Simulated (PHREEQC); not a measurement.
## Hard or scaling water: an equilibrium model

A solution holds 0.069 mol CaCl2, 4.6e-05 mol NaF and 0.049 mol MgSO4 per kg of water, at 25 °C. Closed to the air; pH follows from the charge balance.

Equilibrium calculation in PHREEQC: ion-association model, wateq4f.dat.

* **pH**: 6.73
* **ionic strength**: 0.289 mol/kgw

| species | molality | activity | log γ |
|---|---|---|---|
| Cl- | 0.138 | 0.0943 | -0.165 |
| Ca+2 | 0.0537 | 0.0157 | -0.535 |
| Mg+2 | 0.0359 | 0.0114 | -0.499 |
| SO4-2 | 0.0206 | 0.00524 | -0.594 |
| CaSO4 | 0.0153 | 0.0164 | 0.029 |
| MgSO4 | 0.0131 | 0.0140 | 0.029 |
| Na+ | 4.48e-5 | 3.25e-5 | -0.139 |
| F- | 2.49e-5 | 1.68e-5 | -0.170 |

Precipitation was switched off in this run. The solution is supersaturated, for example in Gypsum, so a real one may precipitate; this is no full list. Complexes and solids missing from the database can't appear.
